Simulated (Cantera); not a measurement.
An isothermal, constant-pressure homogeneous reactor starts with H₂ : O₂ = 0.0069 : 1 (molar parts), equivalence ratio 0.0034, at 1373 K and 0.0286 atm.

Cantera simulation using the H2/O2 subset of GRI-Mech 3.0, which has no nitrogen chemistry; the numbers are that mechanism's predictions, not measurements. Radical loss at walls, strong at low pressure, is not modelled.

x: mole fraction; the columns are a selection and need not sum to one.

```
t (s)        x H₂   x O₂     x H₂O    x HO₂    x H₂O₂
--------  -------  -----  --------  -------  --------
1.00e-5   0.00685  0.993  1.84e-11  2.37e-9    <1e-12
3.88e-5   0.00685  0.993  6.45e-10  9.18e-9    <1e-12
0.000151  0.00685  0.993   1.57e-8  3.56e-8  1.15e-11
0.000584  0.00685  0.993   5.77e-7  1.39e-7  1.45e-10
0.00227         ?  0.992         ?        ?   1.46e-8
0.00879   1.83e-5  0.987   0.00635  6.63e-7   1.57e-8
0.0341    1.51e-5  0.988   0.00641  6.00e-7   1.47e-8
0.132     8.26e-6  0.990   0.00655  4.28e-7   1.17e-8
0.514           ?  0.992   0.00673        ?         ?
1.99      2.62e-7  0.993   0.00682  4.43e-8   1.41e-9
7.73      3.36e-8  0.993   0.00686  2.06e-8  2.54e-10
30.0      1.24e-8  0.993   0.00687  2.48e-8  1.11e-10
```

Q: What belongs in the gaps?

A: 
- 0.00227, x H₂: 0.00527
- 0.00227, x H₂O: 0.00116
- 0.00227, x HO₂: 9.88e-7
- 0.514, x H₂: 2.04e-6
- 0.514, x HO₂: 1.81e-7
- 0.514, x H₂O₂: 5.76e-9
